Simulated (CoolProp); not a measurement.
Saturated liquid density (kg/m³) of R11: the reference equation beside estimates from Tc = 471.1 K, pc = 4.408 MPa, ω = 0.189. Rackett uses Z = 0.29056 − 0.08775 ω.

Values from CoolProp's reference Helmholtz-energy equation of state, Jacobsen 1992.

| T (K) | reference | Rackett | van der Waals |
|---|---|---|---|
| 328.8 | 1400 | 1415 | 883.9 |
| 338.7 | 1374 | 1389 | 867.4 |
| 348.6 | 1347 | 1362 | 850.3 |
| 358.5 | 1319 | 1333 | 832.4 |
| 368.4 | 1290 | 1304 | 813.6 |
| 378.3 | 1259 | 1273 | 793.8 |
| 388.2 | 1227 | 1241 | 772.8 |
| 398.1 | 1193 | 1206 | 750.4 |
| 408 | 1156 | 1169 | 726.4 |
| 417.9 | 1115 | 1130 | 700.4 |
| 427.8 | 1071 | 1086 | 671.8 |
| 437.7 | 1020 | 1036 | 639.6 |
| 447.6 | 960.0 | 977.6 | 602.3 |
| 457.5 | 881.7 | 902.9 | 556.1 |

Absolute difference from the reference over all 14 rows, mean and median: Rackett 1.3 and 1.1 %, van der Waals 37.0 and 37.0 %.
